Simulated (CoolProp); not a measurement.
Computed with CoolProp (reference Helmholtz-energy equation of state, Thol 2021).

Problem. Give the vapour pressure (kPa), liquid density (kg/m³), vapour density (kg/m³), enthalpy of vaporisation (kJ/kg) of saturated chlorine at -65.55, -37.55, -28.25 °C.

Solution. 
```json
[
 {"T (°C)": "-65.55", "p (kPa)": "19.8", "liquid density (kg/m³)": "1650", "vapour density (kg/m³)": "0.819", "enthalpy of vaporisation (kJ/kg)": "304"},
 {"T (°C)": "-37.55", "p (kPa)": "86.2", "liquid density (kg/m³)": "1570", "vapour density (kg/m³)": "3.20", "enthalpy of vaporisation (kJ/kg)": "289"},
 {"T (°C)": "-28.25", "p (kPa)": "129", "liquid density (kg/m³)": "1550", "vapour density (kg/m³)": "4.65", "enthalpy of vaporisation (kJ/kg)": "284"}
]
```
